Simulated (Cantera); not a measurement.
What does this Cantera script print?

```python
import numpy as np
import cantera as ct

gas = ct.Solution("gri30.yaml")
gas.TPX = 2098, 1000000, {'CH4': 1, 'CO2': 0.42, 'H2': 0.22}
reactor = ct.IdealGasConstPressureReactor(gas, energy="off", clone=False)
net = ct.ReactorNet([reactor])
net.rtol, net.atol = 1e-08, 1e-18
show = ['CH4', 'CO2', 'H2', 'CH2', 'OH', 'C2H2', 'CH2CO']
times = np.geomspace(3e-06, 30, 13)

steps = ct.SolutionArray(gas, extra=["t"])
rows = []
print(f"{'t/s':>10s}{'T/K':>9s}{'P/Pa':>11s}" + "".join(f"{s:>11s}" for s in show))
for t in times:
    while net.time < t:
        t_next = net.step()
        steps.append(gas.state, t=t_next)
    rows.append([np.interp(t, steps.t, y) for y in (steps.T, steps.P, *steps(*show).X.T)])
    print(f"{t:10.3e}{rows[-1][0]:9.1f}{rows[-1][1]:11.4g}" + "".join(f"{x:11.3e}" for x in rows[-1][2:]))
rate = np.gradient(steps.T, steps.t)
print("integrator steps:", len(steps.t))
if steps.T.max() > steps.T[0] + 200:
    print(f"time of steepest temperature rise: {steps.t[rate.argmax()]:.4e} s")
gas.TPX = 2098, 1000000, {'CH4': 1, 'CO2': 0.42, 'H2': 0.22}
gas.equilibrate("TP")
print(f"equilibrium (TP): T = {gas.T:.1f} K  " + "  ".join(f"{s} {gas[s].X[0]:.3e}" for s in show))
```

It prints:

```
       t/s      T/K       P/Pa        CH4        CO2         H2        CH2         OH       C2H2      CH2CO
 3.000e-06   2098.0      1e+06  5.008e-01  2.416e-01  2.023e-01  1.492e-05  4.011e-06  6.249e-03  1.154e-06
 1.149e-05   2098.0      1e+06  3.115e-01  1.952e-01  3.545e-01  9.437e-06  6.783e-06  6.625e-02  1.641e-05
 4.403e-05   2098.0      1e+06  1.414e-01  1.167e-01  4.645e-01  5.416e-06  1.266e-05  1.351e-01  5.695e-05
 1.687e-04   2098.0      1e+06  4.825e-02  2.758e-02  4.824e-01  3.496e-06  2.082e-05  1.610e-01  9.910e-05
 6.463e-04   2098.0      1e+06  2.382e-02  7.864e-03  5.203e-01  2.185e-06  1.654e-05  1.471e-01  7.237e-05
 2.476e-03   2098.0      1e+06  1.767e-02  3.797e-03  5.758e-01  1.137e-06  6.731e-06  1.133e-01  2.659e-05
 9.487e-03   2098.0      1e+06  1.320e-02  4.568e-04  6.133e-01  5.825e-07  7.343e-07  9.044e-02  5.423e-06
 3.635e-02   2098.0      1e+06  1.256e-02  1.587e-06  6.181e-01  5.186e-07  2.556e-09  8.754e-02  3.260e-06
 1.392e-01   2098.0      1e+06  1.256e-02  1.251e-06  6.181e-01  5.185e-07  2.022e-09  8.754e-02  3.259e-06
 5.335e-01   2098.0      1e+06  1.256e-02  1.251e-06  6.181e-01  5.185e-07  2.022e-09  8.754e-02  3.259e-06
 2.044e+00   2098.0      1e+06  1.256e-02  1.251e-06  6.181e-01  5.185e-07  2.022e-09  8.754e-02  3.259e-06
 7.830e+00   2098.0      1e+06  1.256e-02  1.251e-06  6.181e-01  5.185e-07  2.022e-09  8.754e-02  3.259e-06
 3.000e+01   2098.0      1e+06  1.256e-02  1.251e-06  6.181e-01  5.185e-07  2.022e-09  8.754e-02  3.259e-06
integrator steps: 1594
equilibrium (TP): T = 2098.0 K  CH4 1.256e-02  CO2 1.262e-06  H2 6.181e-01  CH2 5.186e-07  OH 2.040e-09  C2H2 8.754e-02  CH2CO 3.261e-06
```

Computed with Cantera and GRI-Mech 3.0 (53 species, 325 reactions). GRI-Mech 3.0 stops at C3 and has no aromatics, soot or wall deposition, so with more carbon than oxygen in the feed, carbon stays in small species such as C2H2 where larger ones or solid carbon would form.
